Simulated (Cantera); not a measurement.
**Ammonia decomposition in nitride growth gas**

An isothermal, constant-pressure homogeneous reactor starts with NH₃ : H₂ = 1 : 3.4 (molar parts), at 1698 K and 20.0 Torr.

Cantera simulation using the gas-phase N/H chemistry of the illustrative SiF4/NH3 mechanism in the Surface Chemkin manual (1991); the numbers are that mechanism's predictions, not measurements. Walls and surfaces, which speed up NH3 decomposition in real reactors, are not modelled.

| t (s) | x NH₃ | x H₂ | x N₂H₄ | x N₂ | x NH₂ | x NH | x N |
|---|---|---|---|---|---|---|---|
| 3.00e-5 | 0.227 | 0.773 | <1e-12 | <1e-12 | 3.52e-8 | <1e-12 | <1e-12 |
| 9.22e-5 | 0.227 | 0.773 | <1e-12 | <1e-12 | 1.06e-7 | <1e-12 | <1e-12 |
| 0.000283 | 0.227 | 0.773 | <1e-12 | <1e-12 | 3.23e-7 | 9.48e-12 | <1e-12 |
| 0.000870 | 0.227 | 0.773 | <1e-12 | 1.19e-11 | 9.91e-7 | 9.69e-11 | <1e-12 |
| 0.00267 | 0.227 | 0.773 | 2.05e-12 | 6.22e-10 | 3.04e-6 | 9.39e-10 | 1.54e-12 |
| 0.00821 | 0.227 | 0.773 | 1.97e-11 | 2.29e-8 | 9.33e-6 | 8.91e-9 | 4.55e-11 |
| 0.0252 | 0.227 | 0.773 | 1.85e-10 | 8.00e-7 | 2.85e-5 | 8.32e-8 | 1.30e-9 |
| 0.0775 | 0.227 | 0.773 | 1.46e-9 | 2.90e-5 | 8.02e-5 | 6.54e-7 | 2.83e-8 |
| 0.238 | 0.226 | 0.773 | 2.91e-9 | 0.000411 | 0.000114 | 1.31e-6 | 7.98e-8 |
| 0.731 | 0.223 | 0.775 | 2.87e-9 | 0.00178 | 0.000113 | 1.31e-6 | 8.03e-8 |
| 2.25 | 0.213 | 0.781 | 2.69e-9 | 0.00581 | 0.000109 | 1.28e-6 | 8.02e-8 |
| 6.90 | 0.186 | 0.797 | 2.23e-9 | 0.0168 | 9.94e-5 | 1.22e-6 | 7.98e-8 |
| 21.2 | 0.127 | 0.832 | 1.31e-9 | 0.0408 | 7.63e-5 | 1.06e-6 | 7.80e-8 |
| 65.1 | 0.0488 | 0.878 | 3.41e-10 | 0.0727 | 3.89e-5 | 7.20e-7 | 7.13e-8 |
| 200 | 0.00577 | 0.903 | 1.68e-11 | 0.0902 | 8.68e-6 | 3.05e-7 | 5.75e-8 |
x: mole fraction; the columns are a selection and need not sum to one.

Equilibrium at this temperature and pressure: NH₃ 2.53e-7, H₂ 0.907, N₂H₄ <1e-12, N₂ 0.0926, NH₂ 6.01e-10, NH 3.33e-11, N 9.92e-12 (gas phase only).
